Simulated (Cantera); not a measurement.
Charge: 1 mol Si, 0.26 mol NH3, 27 mol H2, at 1848.15 K and 0.0100 bar.

Cantera equilibrium calculation (NASA polynomials, part measured and part estimated; ideal gas, pure solids and liquids). Candidate condensed phases: Si, Si3N4; 18 gas species. Gases not in the tables: Si2H6 and higher silanes. The numbers say what is thermodynamically allowed, not how fast it happens.

Base state: H2 0.989, H 0.00528, N2 0.00471, Si 0.000629, SiH 6.23e-5, SiH2 4.12e-5 (mole fractions); condensed: Si(l).

Problem. What changes in the equilibrium state with this change: pressure from 0.0100 bar to 0.00370 bar?

Solution. 
```csv
species,before,after
H2,0.989,0.985
H,0.00528,0.00866
N2,0.00471,0.00469
Si,0.000629,0.00170
Si2,4.38e-6,1.18e-5
SiH,6.23e-5,0.000102
SiH2,4.12e-5,4.10e-5
"Si(l), mol",0.979,0.948
```
